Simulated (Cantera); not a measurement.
**Equilibrium for silicon carbide growth: Si(CH3)4 + HCl + H2 + C3H8**

Charge: 1 mol Si(CH3)4, 0.027 mol HCl, 12 mol H2, 0.38 mol C3H8, equilibrated at 0.00890 bar.

Cantera equilibrium calculation (NASA polynomials, part measured and part estimated; ideal gas, pure solids and liquids). Candidate condensed phases: C, C6H6, C7H8, C8H18, Si, SiC; 109 gas species. The tables' values for SiCl are old estimates; treat these amounts as uncertain. Gases not in the tables: Si2H6 and higher silanes. Equilibrium is a limit: real reactors are often held back by kinetics, nucleation or transport.

From 775 °C to 2075 °C the condensed part is C(graphite) + SiC(s).

| T (°C) | x H2 | x H | x Si | x C2H2 (acetylene) | x SiC2 | x Si2C | x HCl | n C(graphite) | n SiC(s) |
|---|---|---|---|---|---|---|---|---|---|
| 775 | 0.998 | 8.18e-8 | <1e-12 | 3.93e-9 | <1e-12 | <1e-12 | 0.00138 | 4.13 | 1.00 |
| 875 | 0.998 | 7.59e-7 | <1e-12 | 3.71e-8 | <1e-12 | <1e-12 | 0.00138 | 4.14 | 1.00 |
| 975 | 0.999 | 4.95e-6 | 1.95e-12 | 2.43e-7 | <1e-12 | <1e-12 | 0.00138 | 4.14 | 1.00 |
| 1075 | 0.999 | 2.45e-5 | 7.96e-11 | 1.20e-6 | <1e-12 | <1e-12 | 0.00138 | 4.14 | 1.00 |
| 1175 | 0.998 | 9.76e-5 | 1.94e-9 | 4.75e-6 | 2.14e-12 | 1.93e-12 | 0.00138 | 4.14 | 1.000 |
| 1275 | 0.998 | 0.000326 | 3.12e-8 | 1.57e-5 | 8.11e-11 | 6.85e-11 | 0.00138 | 4.14 | 1.000 |
| 1375 | 0.998 | 0.000943 | 3.57e-7 | 4.46e-5 | 1.97e-9 | 1.56e-9 | 0.00138 | 4.14 | 1.000 |
| 1475 | 0.996 | 0.00242 | 3.08e-6 | 0.000112 | 3.29e-8 | 2.46e-8 | 0.00138 | 4.14 | 1.000 |
| 1575 | 0.993 | 0.00560 | 2.10e-5 | 0.000256 | 4.02e-7 | 2.86e-7 | 0.00137 | 4.13 | 0.999 |
| 1675 | 0.986 | 0.0119 | 0.000117 | 0.000531 | 3.79e-6 | 2.57e-6 | 0.00136 | 4.12 | 0.997 |
| 1775 | 0.974 | 0.0234 | 0.000554 | 0.00102 | 2.85e-5 | 1.85e-5 | 0.00134 | 4.11 | 0.987 |
| 1875 | 0.951 | 0.0431 | 0.00225 | 0.00182 | 0.000177 | 0.000110 | 0.00130 | 4.11 | 0.944 |
| 1975 | 0.911 | 0.0743 | 0.00809 | 0.00302 | 0.000929 | 0.000557 | 0.00123 | 4.18 | 0.784 |
| 2075 | 0.841 | 0.120 | 0.0260 | 0.00459 | 0.00422 | 0.00244 | 0.00112 | 4.48 | 0.221 |
x: gas mole fraction; n: condensed amount in mol.
